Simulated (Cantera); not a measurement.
Input: 1 mol BCl3, 0.77 mol N2, a varied amount of H2, 0.16 mol H2O, equilibrated at 1425 K and 26.0 mbar.

These are equilibrium values from Cantera (NASA tables, ideal gas, pure condensed phases), not measurements of a reactor. Candidate condensed phases: B, BN, B2O3, B3O3H3, H2O, NH4Cl; 49 gas species. N2 is the only nitrogen source here; it is nearly inert below about 1500 K, so the nitride shown seldom forms there in practice. Mutual solubility and eutectic melting of coexisting phases are not modelled. Gases not in the tables: BHCl2. The numbers say what is thermodynamically allowed, not how fast it happens.

Q: Which condensed phases are stable at each of these points (n(H2) (mol)): 0.2, 0.41, 0.86, 1.8, 3.8, 7.9, 17, 35, 73, 150?

A: 
| n(H2) (mol) | condensed phases | B condensed (%) |
|---|---|---|
| 0.2 | BN(s) | 13.2 |
| 0.41 | BN(s) | 26.9 |
| 0.86 | BN(s) | 55.2 |
| 1.8 | BN(s) + B2O3(l) | 94.9 |
| 3.8 | BN(s) + B2O3(l) | 97.7 |
| 7.9 | BN(s) + B2O3(l) | 96.7 |
| 17 | BN(s) + B2O3(l) | 93.9 |
| 35 | BN(s) | 90.5 |
| 73 | BN(s) | 89.7 |
| 150 | BN(s) | 88.6 |

From 0.2 mol H2 to 0.86 mol H2 the condensed part is BN(s). From 1.8 mol H2 to 17 mol H2 the condensed part is BN(s) + B2O3(l). From 35 mol H2 to 150 mol H2 the condensed part is BN(s).
